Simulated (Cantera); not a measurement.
An isothermal, constant-pressure homogeneous reactor starts with C3H8 : H2 = 1 : 2.2 (molar parts), at 1250 K and 100.0 Torr.

Computed with Cantera and GRI-Mech 3.0 (53 species, 325 reactions). GRI-Mech 3.0 was tuned for natural gas; its chemistry of propane as a main component is partial and can be far from experiment. GRI-Mech 3.0 stops at C3 and has no aromatics, soot or wall deposition, so with more carbon than oxygen in the feed, carbon stays in small species such as C2H2 where larger ones or solid carbon would form.

x: mole fraction; the columns are a selection and need not sum to one.

| t (s) | x C3H8 | x H2 | x CH4 | x C2H | x C2H2 | x C2H6 | x CH2 |
|---|---|---|---|---|---|---|---|
| 0.000100 | 0.310 | 0.686 | 0.00125 | <1e-12 | 1.01e-7 | ___ | 2.19e-8 |
| 0.000388 | 0.293 | 0.678 | 0.0125 | <1e-12 | 9.15e-6 | ___ | 6.36e-8 |
| 0.00151 | 0.228 | 0.647 | 0.0558 | 1.80e-12 | 0.000206 | ___ | 5.13e-8 |
| 0.00584 | 0.0877 | 0.580 | 0.152 | 2.89e-11 | 0.00255 | ___ | 2.19e-8 |
| 0.0227 | 0.00431 | 0.545 | 0.211 | 1.07e-10 | 0.0146 | ___ | 1.64e-9 |
| 0.0879 | 6.64e-5 | 0.550 | 0.212 | 6.48e-11 | 0.0298 | ___ | 1.27e-10 |
| 0.341 | 4.94e-6 | 0.561 | 0.208 | 8.69e-11 | 0.0544 | ___ | 6.80e-11 |
| 1.32 | 2.63e-6 | 0.581 | 0.200 | 1.42e-10 | 0.103 | ___ | 4.91e-11 |
| 5.14 | 1.20e-6 | 0.594 | 0.198 | 1.55e-10 | 0.139 | ___ | 3.16e-11 |
| 19.9 | 1.03e-6 | 0.586 | 0.211 | 1.42e-10 | 0.140 | ___ | 2.76e-11 |
| 77.3 | 8.86e-7 | 0.561 | 0.247 | 1.14e-10 | 0.135 | ___ | 2.26e-11 |
| 300 | 6.69e-7 | 0.520 | 0.304 | 8.19e-11 | 0.126 | ___ | 1.65e-11 |

Task: Complete the blanks.

Result: 
- 0.000100, x C2H6: 0.000107
- 0.000388, x C2H6: 0.00107
- 0.00151, x C2H6: 0.00462
- 0.00584, x C2H6: 0.00896
- 0.0227, x C2H6: 0.00432
- 0.0879, x C2H6: 0.00177
- 0.341, x C2H6: 0.00110
- 1.32, x C2H6: 0.000728
- 5.14, x C2H6: 0.000435
- 19.9, x C2H6: 0.000390
- 77.3, x C2H6: 0.000347
- 300, x C2H6: 0.000286
